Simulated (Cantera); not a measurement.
What does this Cantera script print?

```python
import numpy as np
import cantera as ct

gas = ct.Solution("h2o2.yaml")
gas.TPX = 500, 500000, {'H2': 1, 'O2': 0.781, 'N2': 3.75}
flame = ct.FreeFlame(gas, width=0.013)
flame.set_refine_criteria(ratio=3, slope=0.08, curve=0.16)
flame.transport_model = "mixture-averaged"
flame.solve(loglevel=0, auto=True)
z, T = flame.grid, flame.T
thick = (T[-1] - T[0]) / np.gradient(T, z).max()
show = ['H2', 'O2', 'HO2', 'OH', 'H', 'O']
print(f"laminar burning velocity  {flame.velocity[0] * 100:.3f} cm/s")
print(f"burnt temperature         {T[-1]:.1f} K")
print(f"thermal thickness         {thick * 1e3:.4f} mm")
print(f"grid points               {len(z)}")
z0 = z[flame.heat_release_rate.argmax()]
print(f"{'z/mm':>9s}{'T/K':>9s}{'u/(m/s)':>9s}" + "".join(f"{s:>11s}" for s in show))
rows = []
for k in (-3, -2, -1.5, -1, -0.5, -0.25, 0, 0.25, 0.5, 1, 2, 4, 8):
    zz = z0 + k * thick
    rows.append([k * thick, np.interp(zz, z, T), np.interp(zz, z, flame.velocity),
                 *(np.interp(zz, z, flame.X[gas.species_index(s)]) for s in show)])
    print(f"{rows[-1][0] * 1e3:9.3f}{rows[-1][1]:9.1f}{rows[-1][2]:9.3f}" + "".join(f"{x:11.3e}" for x in rows[-1][3:]))
```

Result:

```
laminar burning velocity  83.221 cm/s
burnt temperature         1813.6 K
thermal thickness         0.0886 mm
grid points               106
     z/mm      T/K  u/(m/s)         H2         O2        HO2         OH          H          O
   -0.266    500.7    0.829  1.764e-01  1.420e-01  1.672e-07  2.295e-13  3.244e-14  1.267e-11
   -0.177    503.8    0.827  1.682e-01  1.433e-01  1.222e-06  4.650e-12  6.263e-13  2.279e-10
   -0.133    511.5    0.830  1.577e-01  1.448e-01  5.185e-06  5.733e-11  7.175e-12  1.955e-09
   -0.089    548.7    0.871  1.346e-01  1.469e-01  3.664e-05  2.645e-09  3.689e-10  3.383e-08
   -0.044    772.7    1.186  8.790e-02  1.391e-01  4.204e-04  1.423e-05  1.075e-05  7.685e-06
   -0.022   1061.4    1.612  5.732e-02  1.203e-01  4.923e-04  2.986e-04  3.514e-04  1.775e-04
    0.000   1365.4    2.067  2.960e-02  9.421e-02  2.771e-04  1.401e-03  1.535e-03  1.040e-03
    0.022   1562.9    2.365  1.289e-02  7.486e-02  1.539e-04  3.058e-03  2.010e-03  1.830e-03
    0.044   1667.4    2.523  6.015e-03  6.626e-02  9.472e-05  3.929e-03  1.490e-03  1.799e-03
    0.089   1754.2    2.651  2.097e-03  6.178e-02  4.353e-05  3.610e-03  5.340e-04  1.033e-03
    0.177   1795.9    2.711  5.952e-04  6.090e-02  1.393e-05  2.214e-03  8.920e-05  3.258e-04
    0.354   1809.1    2.729  1.359e-04  6.094e-02  3.638e-06  1.149e-03  1.056e-05  8.126e-05
    0.709   1812.5    2.734  4.097e-05  6.104e-02  1.453e-06  6.815e-04  2.037e-06  2.793e-05
```

Model: the H2/O2 subset of GRI-Mech 3.0, which has no nitrogen chemistry, integrated in Cantera. The hydrogen kinetics of GRI-Mech 3.0 are dated; newer H2 mechanisms differ, most at raised pressure. Burning velocities carry a grid error of a few per cent, more on coarse grids. Lean hydrogen flames are cellular in practice and burn faster than this planar one.
